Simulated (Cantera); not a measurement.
A Cantera script and its output.

```python
import numpy as np
import cantera as ct

gas = ct.Solution("gri30.yaml")


def delay(T, t_max=10):
    gas.TPX = T, 100000, {'CO': 1, 'H2': 1, 'CH4': 0.28, 'O2': 2.89, 'N2': 10.9, 'H2O': 1.7}
    reactor = ct.IdealGasConstPressureReactor(gas, clone=False)
    net = ct.ReactorNet([reactor])
    net.rtol, net.atol = 1e-8, 1e-16
    while net.time < t_max:
        t_old, T_old = net.time, reactor.T
        net.step()
        if reactor.T > T + 400:  # ignition: a rise of 400 K
            return t_old + (T + 400 - T_old) / (reactor.T - T_old) * (net.time - t_old)
    return np.nan


taus = []
for T in [975, 1075, 1175, 1275, 1375, 1475, 1575]:
    taus.append(delay(T))
    print(f"T0 = {T:6g} K   tau = {taus[-1]:.4e} s")
```

It prints:

```
T0 =    975 K   tau = 1.4740e-02 s
T0 =   1075 K   tau = 8.2581e-04 s
T0 =   1175 K   tau = 2.1447e-04 s
T0 =   1275 K   tau = 1.0286e-04 s
T0 =   1375 K   tau = 6.5847e-05 s
T0 =   1475 K   tau = 4.9637e-05 s
T0 =   1575 K   tau = 4.1838e-05 s
```

Model: GRI-Mech 3.0 (53 species, 325 reactions), integrated in Cantera. Below about 1000 K GRI-Mech 3.0 lacks low-temperature oxidation paths. Where the delays flatten at high temperature, the 400 K rule measures the pace of heat release, not the induction time.
